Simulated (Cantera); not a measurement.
Catalytic combustion on Pt

An isothermal plug-flow reactor at 950 K and 1130 Torr (inlet), inlet velocity 0.11 m/s, active area per volume 160 1/m; feed 0.444 % CH4, 4.80 % O2, 94.8 % N2, equivalence ratio 0.18.

Detailed kinetics in Cantera: Deutschmann's 1995 Pt surface mechanism with GRI-Mech 3.0 gas chemistry. Catalytic surfaces can have several steady states; this one follows from the mechanism file's or the stated starting coverage. Mass transfer to the wall is taken as infinitely fast.

```csv
z (m),x CH4,x O2,x H2O,x CO2,x CO,θ free Pt,θ O*,θ OH*
0.00014,0.00440,0.0479,7.82e-5,3.76e-5,1.47e-6,0.163,0.837,0.000257
0.00024,0.00437,0.0478,0.000134,6.52e-5,1.67e-6,0.163,0.836,0.000315
0.0004,0.00433,0.0478,0.000222,0.000109,1.72e-6,0.163,0.836,0.000390
0.00067,0.00425,0.0476,0.000369,0.000183,1.70e-6,0.163,0.836,0.000489
0.0011,0.00414,0.0474,0.000597,0.000297,1.66e-6,0.163,0.836,0.000614
0.0019,0.00393,0.0470,0.00101,0.000502,1.58e-6,0.164,0.836,0.000789
0.0031,0.00364,0.0464,0.00159,0.000793,1.46e-6,0.164,0.835,0.000986
0.0052,0.00318,0.0455,0.00251,0.00125,1.28e-6,0.165,0.834,0.00124
0.0087,0.00253,0.0442,0.00381,0.00190,1.02e-6,0.166,0.833,0.00152
0.014,0.00178,0.0427,0.00530,0.00265,7.24e-7,0.167,0.831,0.00180
```
x: gas mole fraction; θ: surface coverage.
